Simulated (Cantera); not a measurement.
Standard-state values (1 bar) from the NASA 1993 polynomials, evaluated with Cantera. Values are per mole of reaction as written; species without (g) are pure solids or liquids, kept so even where they would boil at 1 bar.

Task: Between 1250 and 2050 K, where is each reaction favourable under standard conditions?
- 2 Si + O2(g) = 2 SiO(g)
- V + O2(g) = VO2(g)
- 1.143 Ti + O2(g) = 0.2857 Ti4O7

Result: 
- 2 Si + O2(g) = 2 SiO(g): ΔG° is -415 kJ at 1250 K and -518 kJ at 2050 K; it stays negative (K > 1). ΔH° is -331 kJ and ΔS° 91 J/K at 2050 K.
- V + O2(g) = VO2(g): ΔG° is -264 kJ at 1250 K and -276 kJ at 2050 K; it stays negative (K > 1). ΔH° is -254 kJ and ΔS° 11 J/K at 2050 K.
- 1.143 Ti + O2(g) = 0.2857 Ti4O7: ΔG° is -751 kJ at 1250 K and -619 kJ at 2050 K; it stays negative (K > 1). ΔH° is -909 kJ and ΔS° -141 J/K at 2050 K.
